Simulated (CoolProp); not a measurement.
Benzene at 366.29 K and 16.7 MPa is throttled through a valve to 6.7 MPa with no heat exchange. Each further row changes one setting.

Model: reference Helmholtz-energy equation of state, Thol 2012, in CoolProp.

```tsv
case	temperature change (K)	final density (kg/m³)
as stated	+3.4	804
outlet pressure 2.01 MPa	+4.8	796
outlet pressure 8.71 MPa	+2.7	807
```
